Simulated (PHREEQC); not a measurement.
# Brackish or sea water (model solution)

A made-up water analysis in mg/kgw, 25 °C, pH 7.17, pe 9.6:

| constituent | mg/kgw |
|---|---|
| Na | 1970 |
| K | 384 |
| Ca | 160 |
| Mg | 129 |
| Cl | 3950 |
| S(6) as SO4 | 200 |
| Alkalinity as HCO3 | 3.34 |
| Pb | 105 |

Valence states are taken as typed.

All values are PHREEQC results (ion-association model, phreeqc.dat), not measurements.

This is a speciation only: nothing precipitates in the calculation.

### Question
What specific conductance does the model give?

### Answer
specific conductance 11900 µS/cm.

### Question
In which forms is Pb present?

### Answer
PbCl+ 51 %, Pb+2 34 %, PbCl2 5.0 %, PbOH+ 4.4 %, PbSO4 3.3 %, PbCO3 1.5 % of the Pb.

Examples of supersaturated solids here: Pb(OH)2, Cerussite. Others may be too. Complexes and solids missing from the database can't appear.
